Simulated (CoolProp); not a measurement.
Aqueous ammonia as a coolant, at -8 °C, 1 atm.

The numbers come from the Melinder's fits for secondary coolants in CoolProp.

```json
[
 {"mass %": "8.6", "freezing point (°C)": "-11.3", "density (kg/m³)": "968.1", "viscosity (mPa s)": "2.65", "cp (kJ/(kg K))": "4.230", "Prandtl number": "22.9"},
 {"mass %": "10.4", "freezing point (°C)": "-14.3", "density (kg/m³)": "…", "viscosity (mPa s)": "2.66", "cp (kJ/(kg K))": "4.232", "Prandtl number": "23.5"},
 {"mass %": "12.3", "freezing point (°C)": "-17.7", "density (kg/m³)": "956.5", "viscosity (mPa s)": "2.71", "cp (kJ/(kg K))": "4.234", "Prandtl number": "24.4"},
 {"mass %": "14.2", "freezing point (°C)": "-21.5", "density (kg/m³)": "950.8", "viscosity (mPa s)": "2.77", "cp (kJ/(kg K))": "4.237", "Prandtl number": "25.6"},
 {"mass %": "16", "freezing point (°C)": "-25.6", "density (kg/m³)": "945.6", "viscosity (mPa s)": "2.84", "cp (kJ/(kg K))": "4.239", "Prandtl number": "26.8"},
 {"mass %": "17.9", "freezing point (°C)": "-30.4", "density (kg/m³)": "940.3", "viscosity (mPa s)": "2.90", "cp (kJ/(kg K))": "4.241", "Prandtl number": "27.9"},
 {"mass %": "19.7", "freezing point (°C)": "-35.5", "density (kg/m³)": "935.4", "viscosity (mPa s)": "2.94", "cp (kJ/(kg K))": "4.242", "Prandtl number": "28.9"},
 {"mass %": "21.6", "freezing point (°C)": "-41.8", "density (kg/m³)": "930.3", "viscosity (mPa s)": "2.95", "cp (kJ/(kg K))": "4.245", "Prandtl number": "29.6"},
 {"mass %": "23.5", "freezing point (°C)": "-49.0", "density (kg/m³)": "925.3", "viscosity (mPa s)": "2.94", "cp (kJ/(kg K))": "4.247", "Prandtl number": "…"},
 {"mass %": "25.3", "freezing point (°C)": "…", "density (kg/m³)": "920.7", "viscosity (mPa s)": "2.92", "cp (kJ/(kg K))": "4.250", "Prandtl number": "30.1"}
]
```

Problem. Complete the blanks.

Solution. 
- 10.4, density (kg/m³): 962.3
- 23.5, Prandtl number: 29.9
- 25.3, freezing point (°C): -56.9
